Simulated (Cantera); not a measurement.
Cantera run:

```python
import numpy as np
import cantera as ct

gas_names = [...]  # 92 gases of nasa_gas.yaml made of C, H, N
cond_names = """
    C(gr) C6H6(L) C7H8(L) C8H18(L),n-octa
""".split()


# ... load() reads the species with a 1 bar reference pressure and builds the phases ...
atoms = {
    'C2H2': {'C': 2, 'H': 2},
    'NH3': {'N': 1, 'H': 3},
}
top_T = {'C(gr)': 4500}  # K; cautious upper limits of use, not melting points


# ... equilibrate(T, P, feed) seeds the gas with the atoms and calls Mixture.equilibrate('TP', solver="vcs", rtol=1e-11, max_steps=5000) ...
results = []
feed = {'C2H2': 1, 'NH3': 0.15}  # mol
T = 1848.15  # K
for P in [10, 100, 1000, 10000, 100000, 1000000, 10000000]:
    mix = equilibrate(T, P, feed)
    results.append((T, P, feed, dict(zip(mix.species_names, mix.species_moles))))
    x = sorted(zip(gas.X, gas.species_names), reverse=True)
    print(f"T = {T:g} K  P = {P:g} Pa  gas = {mix.phase_moles(0):.4g} mol")
    print("   x: " + "  ".join(f"{s} {v:.3e}" for v, s in x if v > 0.0001))
    print("   condensed (mol): " + ("  ".join(f"{mix.phase(i).name} {mix.phase_moles(i):.4g}"
          for i in range(1, mix.n_phases) if mix.phase_moles(i) > 1e-12) or "none"))
```

Result:

```
T = 1848.15 K  P = 10 Pa  gas = 1.333 mol
   x: H2 8.925e-01  N2 5.535e-02  H 5.015e-02  HCN 1.715e-03  C2H2,acetylene 2.301e-04
   condensed (mol): C(gr) 1.997
T = 1848.15 K  P = 100 Pa  gas = 1.311 mol
   x: H2 9.255e-01  N2 5.631e-02  H 1.615e-02  HCN 1.761e-03  C2H2,acetylene 2.386e-04
   condensed (mol): C(gr) 1.997
T = 1848.15 K  P = 1000 Pa  gas = 1.303 mol
   x: H2 9.361e-01  N2 5.662e-02  H 5.136e-03  HCN 1.776e-03  C2H2,acetylene 2.413e-04
   condensed (mol): C(gr) 1.997
T = 1848.15 K  P = 10000 Pa  gas = 1.301 mol
   x: H2 9.395e-01  N2 5.672e-02  HCN 1.781e-03  H 1.627e-03  C2H2,acetylene 2.422e-04
   condensed (mol): C(gr) 1.997
T = 1848.15 K  P = 100000 Pa  gas = 1.3 mol
   x: H2 9.400e-01  N2 5.678e-02  HCN 1.783e-03  CH4 5.818e-04  H 5.147e-04  C2H2,acetylene 2.423e-04
   condensed (mol): C(gr) 1.996
T = 1848.15 K  P = 1e+06 Pa  gas = 1.293 mol
   x: H2 9.348e-01  N2 5.707e-02  CH4 5.754e-03  HCN 1.782e-03  C2H2,acetylene 2.410e-04  H 1.623e-04
   condensed (mol): C(gr) 1.989
T = 1848.15 K  P = 1e+07 Pa  gas = 1.235 mol
   x: H2 8.857e-01  N2 5.952e-02  CH4 5.165e-02  HCN 1.772e-03  NH3 5.383e-04  C2H4 3.419e-04  C2H2,acetylene 2.283e-04
   condensed (mol): C(gr) 1.932
```

Method: chemical equilibrium by Gibbs-energy minimisation in Cantera with the NASA 1993 tables (ideal gas, pure condensed phases). The ideal-gas law is rough above about 30 bar.
